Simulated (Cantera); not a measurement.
Input: 1 mol Si, 0.26 mol NH3, 27 mol H2, held at 1848.15 K and 10.0 mbar.

Method: chemical equilibrium by Gibbs-energy minimisation in Cantera with the NASA 1993 tables (ideal gas, pure condensed phases). Candidate condensed phases: Si, Si3N4; 18 gas species. Gases not in the tables: Si2H6 and higher silanes. Equilibrium is a limit: real reactors are often held back by kinetics, nucleation or transport.

Base state: H2 0.989, H 0.00528, N2 0.00471, Si 0.000629, SiH 6.23e-5, SiH2 4.12e-5 (mole fractions); condensed: Si(l).

Q: What changes in the equilibrium state with this change: NH3 from 0.26 to 0.74 mol?

A: 
| species | before | after |
|---|---|---|
| H2 | 0.989 | 0.981 |
| N2 | 0.00471 | 0.0129 |
| H | 0.00528 | 0.00526 |
| Si | 0.000629 | 0.000629 |
| SiH2 | 4.12e-5 | 4.09e-5 |
| SiH | 6.23e-5 | 6.20e-5 |
| Si(l), mol | 0.979 | 0.978 |
